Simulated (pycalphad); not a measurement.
**Phase fractions of Si-1.77Cu (wt.%)**

Source of the numbers: pycalphad with the COST 507 light-alloy database (1999); pressure 1 atm. The data set is of 1999 and partly superseded. Phase fractions are per mole of atoms. Kinetics are ignored, which matters at the lower temperatures.

| T (K) | liquid | diamond (Si) | CU19SI6_ETA |
|---|---|---|---|
| 1690 | 1.000 | - | - |
| 1610 | 0.059 | 0.941 | - |
| 1530 | 0.032 | 0.968 | - |
| 1450 | 0.022 | 0.978 | - |
| 1370 | 0.017 | 0.983 | - |
| 1290 | 0.014 | 0.986 | - |
| 1210 | 0.013 | 0.987 | - |
| 1130 | 0.012 | 0.988 | - |
| 1050 | - | 0.990 | 0.010 |
| 970 | - | 0.990 | 0.010 |
| 890 | - | 0.990 | 0.010 |
| 810 | - | 0.990 | 0.010 |
| 730 | - | 0.990 | 0.010 |
| 650 | - | 0.990 | 0.010 |
| 570 | - | 0.990 | 0.010 |

Database names, with the compositions (at.%) that they take in these runs: CU19SI6_ETA: Cu 76 Si 24.
